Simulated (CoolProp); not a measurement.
A closed Brayton cycle with dry air: compressor inlet 317.15 K and 0.85 MPa, high pressure 2.45 MPa, turbine inlet 775 K, compressor efficiency 0.89, turbine efficiency 0.9, recuperator effectiveness 0.9 (on enthalpy, no pinch check). Each further row changes one setting.

Model: reference Helmholtz-energy equation of state, Lemmon 2000, in CoolProp. It is a pseudo-pure fit of the blend.

```
case                           thermal efficiency (%)  net work (kJ/kg)  compressor to turbine work  compressor exit (K)  turbine exit (K)
-----------------------------  ----------------------  ----------------  --------------------------  -------------------  ----------------
as stated                                        29.0              58.9                        0.68                442.7             602.6
turbine inlet 725 K                              25.0              46.7                        0.73                442.7             562.2
compressor inlet 327.15 K                        27.2              54.9                        0.70                456.4             602.6
high pressure 2.08 MPa                           30.5              55.7                        0.65                420.8             626.5
recuperator effectiveness 0.5                    21.8              58.9                        0.68                442.7             602.6
```
